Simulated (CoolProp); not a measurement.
Vapour-liquid equilibrium of R134a (1) + R123 (2) at -22.25 °C; x and y are mole fractions of (1).

Computed with CoolProp (multi-fluid Helmholtz-energy mixture model, Tillner-Roth 1994 and Younglove 1994; pair parameters Bell 2016).

```tsv
x	bubble pressure, mixture model (kPa)	bubble pressure, Raoult's law (kPa)	y, mixture model	y, Raoult's law
0.05	18.60	16.08	0.455	0.374
0.2	40.86	32.54	0.786	0.740
0.35	59.77	48.99	0.876	0.859
0.5	75.46	65.45	0.919	0.919
0.65	88.95	81.91	0.946	0.955
0.8	101.7	98.37	0.968	0.978
0.95	115.3	114.8	0.991	0.995
```

The largest gap from Raoult's law is +25.6 % in bubble pressure, at x = 0.2. No azeotrope shows between x = 0.05 and 0.95.

Pair parameters are fitted to limited data, so mixtures are less certain than the pure fluids.
